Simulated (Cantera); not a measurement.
## Premixed flame

A freely propagating, adiabatic, planar premixed flame of CH4 : O2 : N2 = 1 : 2 : 9.2 (molar parts), equivalence ratio 1.0, unburnt at 400 K and 8.10 bar; multicomponent transport, grid criteria slope 0.08 and curve 0.16, no radiation.

Detailed kinetics in Cantera: GRI-Mech 3.0 (53 species, 325 reactions). Burning velocities carry a grid error of a few per cent, more on coarse grids.

```csv
z (mm),T (K),u (m/s),x CH4,x O2,x NO,x CO,x N2O,x CH2O
-0.488,401,0.144,0.0819,0.164,<1e-8,7.95e-6,<1e-8,2.02e-7
-0.325,409,0.147,0.0814,0.163,<1e-8,9.50e-5,<1e-8,3.59e-6
-0.244,434,0.156,0.0800,0.161,2.25e-8,0.000409,<1e-8,1.94e-5
-0.163,565,0.204,0.0730,0.151,2.35e-7,0.00227,1.59e-8,0.000148
-0.0814,1036,0.377,0.0469,0.111,4.06e-6,0.0107,1.11e-7,0.000815
-0.0407,1431,0.522,0.0236,0.0715,1.18e-5,0.0190,2.31e-7,0.000961
0,1824,0.665,0.00301,0.0289,2.20e-5,0.0245,3.97e-7,0.000256
0.0407,1975,0.716,2.64e-5,0.0120,3.26e-5,0.0156,5.59e-7,5.83e-6
0.0814,2031,0.734,1.71e-7,0.00806,3.71e-5,0.0104,5.76e-7,4.69e-8
0.163,2079,0.750,<1e-8,0.00538,4.09e-5,0.00700,4.85e-7,<1e-8
0.325,2111,0.760,<1e-8,0.00361,4.47e-5,0.00484,3.41e-7,<1e-8
0.651,2129,0.765,<1e-8,0.00257,4.87e-5,0.00347,2.27e-7,<1e-8
1.30,2137,0.768,<1e-8,0.00207,5.41e-5,0.00277,1.72e-7,<1e-8
```
x: mole fraction of selected species; z is measured from the peak of heat release.

The laminar burning velocity comes out as 14.3 cm/s, the thermal thickness is 0.163 mm and the peak x(CO) comes out as 0.0247. The peak x(CH2O) is 0.00102 and the grid points is 128.
